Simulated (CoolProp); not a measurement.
Properties of decamethylcyclopentasiloxane (D5) along the isobar 1370 kPa.

Computed with CoolProp (reference Helmholtz-energy equation of state, Thol 2019).

| T (K) | phase | cp (kJ/(kg K)) | cv (kJ/(kg K)) | speed of sound (m/s) | isothermal compressibility (1/MPa) | expansivity (1/kK) | fugacity coefficient |
|---|---|---|---|---|---|---|---|
| 507.9 | liquid | 2.034 | 1.803 | 381.0 | 0.01080 | 1.883 | 0.1275 |
| 517.2 | liquid | 2.053 | 1.819 | 359.0 | 0.01238 | 1.990 | 0.1506 |
| 526.6 | liquid | 2.072 | 1.835 | 336.8 | 0.01435 | 2.118 | 0.1765 |
| 535.9 | liquid | 2.092 | 1.851 | 314.8 | 0.01679 | 2.270 | 0.2045 |
| 545.3 | liquid | 2.114 | 1.866 | 292.3 | 0.01995 | 2.455 | 0.2353 |
| 554.6 | liquid | 2.138 | 1.882 | 269.8 | 0.02404 | 2.682 | 0.2680 |
| 564 | liquid | 2.164 | 1.898 | 246.7 | 0.02964 | 2.974 | 0.3033 |
| 573.3 | liquid | 2.193 | 1.913 | 223.4 | 0.03742 | 3.351 | 0.3401 |
| 582.6 | liquid | 2.228 | 1.929 | 199.5 | 0.04890 | 3.864 | 0.3787 |
| 592 | liquid | 2.273 | 1.945 | 174.5 | 0.06722 | 4.612 | 0.4190 |
| 601.3 | liquid | 2.333 | 1.961 | 148.8 | 0.09874 | 5.762 | 0.4598 |
| 610.7 | liquid | 2.425 | 1.978 | 121.3 | 0.1630 | 7.804 | 0.5015 |
| 620 | supercritical | 2.596 | 1.997 | 92.10 | 0.3282 | 12.18 | 0.5423 |
